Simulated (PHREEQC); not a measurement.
Consider water at 38 °C with 1.5 mmol/kgw H2SO4 and 7.3 mmol/kgw KH2PO4. Closed to the air; pH follows from the charge balance.

Equilibrium calculation in PHREEQC: ion-association model, phreeqc.dat.

Precipitation was switched off in this run.

Task: Estimate the pH, specific conductance, ionic strength.

Result: pH 2.85; specific conductance 1780 µS/cm; ionic strength 0.0101 mol/kgw.

Task: In which forms is P present?

Result: H2PO4- 82 %, H3PO4 18 % of the P.

Complexes and solids missing from the database can't appear. At this temperature some constants are extrapolated from 25 °C, and those without enthalpy data are left unchanged.
